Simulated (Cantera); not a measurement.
A perfectly stirred reactor is fed with 2.63 % CH₄, 97.4 % H₂, at 0.170 bar; it is held at 1573 K, and followed from long to short residence time.

Model: GRI-Mech 3.0 (53 species, 325 reactions), integrated in Cantera. GRI-Mech 3.0 stops at C3 and has no aromatics, soot or wall deposition, so with more carbon than oxygen in the feed, carbon stays in small species such as C2H2 where larger ones or solid carbon would form.

x: mole fraction; the columns are a selection and need not sum to one.

```
τ (s)     x CH₄   x H₂    x C₂H₆    x C₂H₄    x CH₃     x CH₂     x C₂H
-------  ------  -----  --------  --------  -------  --------  --------
23       0.0105  0.982   3.18e-7  0.000179  2.09e-5   1.85e-9   2.13e-9
3.3      0.0179  0.978   7.22e-7  0.000102  3.46e-5   2.96e-9   1.10e-9
0.46     0.0241  0.975   1.21e-6   4.00e-5  4.56e-5   3.79e-9  2.69e-10
0.066    0.0259  0.974   1.29e-6         ?  4.68e-5   3.70e-9  3.50e-11
0.0093   0.0262  0.974         ?         ?        ?         ?  1.00e-12
0.0013   0.0263  0.974   5.41e-8   6.65e-8  9.25e-6  1.44e-10    <1e-12
0.00019  0.0263  0.974  4.04e-10  1.87e-10  1.41e-6  3.28e-12    <1e-12
```

Complete the blanks.


- 0.066, x C₂H₄: 1.97e-5
- 0.0093, x C₂H₆: 7.95e-7
- 0.0093, x C₂H₄: 5.97e-6
- 0.0093, x CH₃: 3.50e-5
- 0.0093, x CH₂: 2.06e-9
